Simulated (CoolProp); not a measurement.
Properties of n-octane along the isotherm 620 K (Tc = 568.7 K, pc = 2.484 MPa, ω = 0.398).

Model: reference Helmholtz-energy equation of state, Beckmüller 2019, in CoolProp.

```tsv
p (MPa)	phase	density (kg/m³)	cp (kJ/(kg K))	cv (kJ/(kg K))	isothermal compressibility (1/MPa)	viscosity (µPa s)
1.55	gas	41.88	3.089	2.901	0.7991	12.4
3.1	supercritical	114.4	3.661	2.981	0.5905	16.1
4.66	supercritical	263.1	4.472	3.021	0.3175	29.5
6.21	supercritical	339.2	3.817	2.980	0.08714	___
7.76	supercritical	373.9	___	2.963	0.04641	46.1
9.31	supercritical	396.4	3.533	2.954	0.03123	51.1
10.9	supercritical	___	3.477	2.949	0.02328	55.4
12.4	supercritical	426.9	3.440	2.946	___	59.1
```

Q: Complete the blanks.

A: 
- 6.21, viscosity (µPa s): 39.8
- 7.76, cp (kJ/(kg K)): 3.625
- 10.9, density (kg/m³): 413.8
- 12.4, isothermal compressibility (1/MPa): 0.01875

Viscosity comes from a separate model (Huber 2004).
